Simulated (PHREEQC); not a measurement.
Dissolve 0.015 mol H3BO3 and 0.0085 mol Na2HPO4 per kg of water at 25 °C. Closed to the air; pH follows from the charge balance.

The numbers come from PHREEQC with the ion-association model, phreeqc.dat.

The pH comes out as 7.96. The ionic strength is 0.0244 mol/kgw. The total alkalinity comes out as 8.50 meq/kg.

```tsv
species	molality	activity	log γ
Na+	0.0169	0.0146	-0.064
H3BO3	0.0141	0.0142	0.002
HPO4-2	0.00750	0.00419	-0.253
H2PO4-	0.000861	0.000746	-0.062
H2BO3-	0.000859	0.000740	-0.065
NaHPO4-	0.000137	0.000119	-0.062
OH-	1.07e-6	9.14e-7	-0.067
PO4-3	6.70e-7	1.70e-7	-0.595
H+	1.25e-8	1.11e-8	-0.054
```

No solid was allowed to form.
